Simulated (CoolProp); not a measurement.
Vapour-liquid equilibrium of isohexane (1) + n-hexane (2) at 256.7 K; x and y are mole fractions of (1).

Values from CoolProp's multi-fluid Helmholtz-energy mixture model, Lemmon 2006 and Thol 2019; pair parameters Bell 2016.

Question: Give the bubble pressure and the first vapour's composition at x = 0.2, 0.8, 0.95. Is there an azeotrope?

Answer: x = 0.2: 2.624 kPa, y = 0.286; x = 0.8: 3.402 kPa, y = 0.857; x = 0.95: 3.579 kPa, y = 0.965. No azeotrope shows between x = 0.05 and 0.95.

The pair parameters rest on a limited set of measurements; away from them the model extrapolates.
